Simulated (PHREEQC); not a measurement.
Spent oxide etchant

Consider water at 26 °C and 50 atm with 0.0032 mol HF, 0.12 mol (NH4)2SiF6 and 0.00017 mol H2SO4 per kg of water. Closed to the air; pH follows from the charge balance.

The numbers come from PHREEQC with the ion-association model, phreeqc.dat.

The pH is 2.83 and the ionic strength is 0.362 mol/kgw. The activity of water is 0.994, the density is 1.011 g/cm³ and the total alkalinity is -484 meq/kg.

```csv
species,molality,activity,log γ
NH4+,0.240,0.150,-0.205
SiF6-2,0.120,0.0289,-0.617
HF,0.00307,0.00334,0.036
F-,0.00229,0.00151,-0.181
H+,0.00192,0.00149,-0.110
H4SiO4,0.000370,0.000402,0.036
SO4-2,0.000103,2.40e-5,-0.631
```

No solid was allowed to form. Examples of supersaturated solids here: Quartz (slow to form), Chalcedony (slow to form). Others may be too. Under pressure, the constants of complexes without a molar volume in the database are unreliable. SiF6-2 is the database's only silicon fluoride.
